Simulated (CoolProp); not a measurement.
R1224YDZ along the isotherm 449 K: Z from the reference equation and from simpler models built on Tc = 428.7 K, pc = 33.34 bar, ω = 0.325; each cubic takes its own stable root.

Values from CoolProp's reference Helmholtz-energy equation of state, Akasaka 2023.

```json
[
 {"p (bar)": "6.95", "phase": "gas", "reference": "0.9363"},
 {"p (bar)": "13.9", "phase": "gas", "reference": "0.8668"},
 {"p (bar)": "20.8", "phase": "gas", "reference": "0.7902"},
 {"p (bar)": "27.8", "phase": "gas", "reference": "0.7016"},
 {"p (bar)": "34.7", "phase": "supercritical", "reference": "0.5963"},
 {"p (bar)": "41.7", "phase": "supercritical", "reference": "0.4465"},
 {"p (bar)": "48.6", "phase": "supercritical", "reference": "0.3019"},
 {"p (bar)": "55.6", "phase": "supercritical", "reference": "0.2966"},
 {"p (bar)": "62.5", "phase": "supercritical", "reference": "0.3117"},
 {"p (bar)": "69.5", "phase": "supercritical", "reference": "0.3318"},
 {"p (bar)": "76.4", "phase": "supercritical", "reference": "0.3534"},
 {"p (bar)": "83.4", "phase": "supercritical", "reference": "0.3760"}
]
```

Q: How far does each simpler model (van der Waals, Redlich-Kwong, Peng-Robinson) lie from the reference over these 12 states: mean and median of the absolute difference, and the worst?

A: 
- van der Waals: mean 18.4 %, median 18.7 %, worst +36.7 % at 449 K and 83.4 bar
- Redlich-Kwong: mean 9.1 %, median 11.3 %, worst +17.8 % at 449 K and 55.6 bar
- Peng-Robinson: mean 6.8 %, median 5.1 %, worst +17.6 % at 449 K and 48.6 bar
